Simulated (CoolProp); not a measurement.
A single-stage vapour-compression cycle with hydrogen chloride: evaporating at 234.15 K (dew point), condensing at 274.15 K (bubble point), superheat 0 K, subcooling 2 K, compressor efficiency 0.85, no pressure losses. Each further row changes one setting.

Values from CoolProp's reference Helmholtz-energy equation of state, Thol 2018.

| case | cooling COP | pressure ratio | discharge temperature (K) | refrigerating effect (kJ/kg) | volumetric capacity (kJ/m³) |
|---|---|---|---|---|---|
| as stated | 3.96 | 3.35 | 340.3 | 315 | 5290 |
| evaporating temperature 239.15 K | 4.73 | 2.82 | 328.8 | 316 | 6280 |
| condensing temperature 269.15 K | 4.67 | … | … | 325 | 5460 |
| subcooling 7 K | … | 3.35 | 340.3 | 325 | 5460 |
| superheat 10 K | 3.85 | 3.35 | 356.5 | … | … |
| compressor efficiency 0.75 | … | 3.35 | … | 315 | 5290 |

What belongs in the gaps?


- condensing temperature 269.15 K, pressure ratio: 2.94
- condensing temperature 269.15 K, discharge temperature (K): 326.6
- subcooling 7 K, cooling COP: 4.08
- superheat 10 K, refrigerating effect (kJ/kg): 326
- superheat 10 K, volumetric capacity (kJ/m³): 5150
- compressor efficiency 0.75, cooling COP: 3.49
- compressor efficiency 0.75, discharge temperature (K): 351.0
